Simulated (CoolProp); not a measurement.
Vapour pressure (bar) of R22: the reference equation beside estimates from Tc = 369.3 K, pc = 49.90 bar, ω = 0.221. Clausius-Clapeyron is anchored at 265.8 K with a constant enthalpy of vaporisation of 18.23 kJ/mol.

Model: reference Helmholtz-energy equation of state, Kamei 1995, in CoolProp.

```tsv
T (K)	reference	Lee-Kesler	Clausius-Clapeyron	van der Waals	Redlich-Kwong	Soave-Redlich-Kwong	Peng-Robinson
207.6	0.2703	0.2624	0.3855	2.945	0.4980	0.2659	0.2758
217.3	0.4731	0.4626	0.6176	3.870	0.8302	0.4668	0.4789
227	0.7836	0.7715	0.9505	4.977	1.311	0.7756	0.7884
236.7	1.238	1.226	1.412	6.281	1.979	1.229	1.240
246.4	1.876	1.868	2.033	7.796	2.872	1.868	1.873
256.1	2.744	2.742	2.848	9.535	4.030	2.741	2.735
265.8	3.892	3.899	3.892	11.51	5.494	3.898	3.875
275.5	5.372	5.390	5.203	13.74	7.304	5.394	5.346
285.2	7.239	7.268	6.821	16.22	9.498	7.286	7.207
294.9	9.553	9.589	8.783	18.97	12.11	9.636	9.519
304.7	12.41	12.44	11.15	22.03	15.22	12.54	12.38
314.4	15.81	15.84	13.93	25.35	18.80	16.00	15.80
324.1	19.85	19.87	17.16	28.97	22.90	20.11	19.87
333.8	24.62	24.62	20.89	32.88	27.57	24.94	24.68
343.5	30.19	30.18	25.14	37.11	32.82	30.56	30.31
```

Absolute difference from the reference over all 15 rows, mean and median: Lee-Kesler 0.7 and 0.3 %, Clausius-Clapeyron 13.7 and 11.9 %, van der Waals 268.5 and 155.8 %, Redlich-Kwong 40.0 and 36.0 %, Soave-Redlich-Kwong 0.9 and 1.0 %, Peng-Robinson 0.5 and 0.4 %.
